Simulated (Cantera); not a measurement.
Input (Python, Cantera):

```python
import numpy as np
import cantera as ct

gas = ct.Solution("gri30.yaml")
gas.TPX = 350, 440000, {'CH4': 1, 'C2H6': 0.33, 'O2': 3.71, 'N2': 14}
flame = ct.FreeFlame(gas, width=0.014)
flame.set_refine_criteria(ratio=3, slope=0.08, curve=0.16)
flame.transport_model = "mixture-averaged"
flame.solve(loglevel=0, auto=True)
z, T = flame.grid, flame.T
thick = (T[-1] - T[0]) / np.gradient(T, z).max()
show = ['CH4', 'C2H6', 'O2', 'HCN', 'NO', 'O']
print(f"laminar burning velocity  {flame.velocity[0] * 100:.3f} cm/s")
print(f"burnt temperature         {T[-1]:.1f} K")
print(f"thermal thickness         {thick * 1e3:.4f} mm")
print(f"grid points               {len(z)}")
z0 = z[flame.heat_release_rate.argmax()]
print(f"{'z/mm':>9s}{'T/K':>9s}{'u/(m/s)':>9s}" + "".join(f"{s:>11s}" for s in show))
rows = []
for k in (-3, -2, -1.5, -1, -0.5, -0.25, 0, 0.25, 0.5, 1, 2, 4, 8):
    zz = z0 + k * thick
    rows.append([k * thick, np.interp(zz, z, T), np.interp(zz, z, flame.velocity),
                 *(np.interp(zz, z, flame.X[gas.species_index(s)]) for s in show)])
    print(f"{rows[-1][0] * 1e3:9.3f}{rows[-1][1]:9.1f}{rows[-1][2]:9.3f}" + "".join(f"{x:11.3e}" for x in rows[-1][3:]))
```

Output:

```
laminar burning velocity  25.091 cm/s
burnt temperature         2128.1 K
thermal thickness         0.1528 mm
grid points               142
     z/mm      T/K  u/(m/s)        CH4       C2H6         O2        HCN         NO          O
   -0.458    350.3    0.251  5.248e-02  1.732e-02  1.948e-01  1.768e-11  4.347e-11  3.112e-16
   -0.306    353.4    0.254  5.232e-02  1.731e-02  1.944e-01  2.820e-10  4.905e-10  1.591e-14
   -0.229    368.0    0.264  5.170e-02  1.724e-02  1.932e-01  2.339e-09  3.227e-09  2.342e-13
   -0.153    465.2    0.336  4.811e-02  1.661e-02  1.856e-01  2.596e-08  4.152e-08  1.909e-11
   -0.076    913.5    0.668  3.246e-02  1.119e-02  1.462e-01  2.169e-07  1.182e-06  2.450e-07
   -0.038   1324.0    0.976  1.771e-02  4.366e-03  1.060e-01  4.660e-07  4.088e-06  1.921e-05
    0.000   1715.7    1.268  3.588e-03  1.604e-04  6.348e-02  8.103e-07  7.876e-06  4.368e-04
    0.038   1883.4    1.385  1.277e-04  8.691e-08  4.328e-02  5.050e-07  1.207e-05  1.487e-03
    0.076   1955.6    1.431  2.568e-06  2.575e-11  3.717e-02  1.412e-07  1.501e-05  1.523e-03
    0.153   2031.4    1.480  2.058e-09  6.965e-17  3.298e-02  1.210e-08  1.870e-05  1.011e-03
    0.306   2088.1    1.516  7.772e-14  5.048e-23  3.049e-02  3.591e-10  2.286e-05  4.917e-04
    0.611   2117.5    1.535  2.303e-15 -1.568e-26  2.935e-02  6.018e-12  2.711e-05  2.258e-04
    1.222   2126.9    1.541  2.839e-16 -3.021e-27  2.902e-02  2.477e-13  3.229e-05  1.483e-04
```

Detailed kinetics in Cantera: GRI-Mech 3.0 (53 species, 325 reactions). Burning velocities carry a grid error of a few per cent, more on coarse grids.
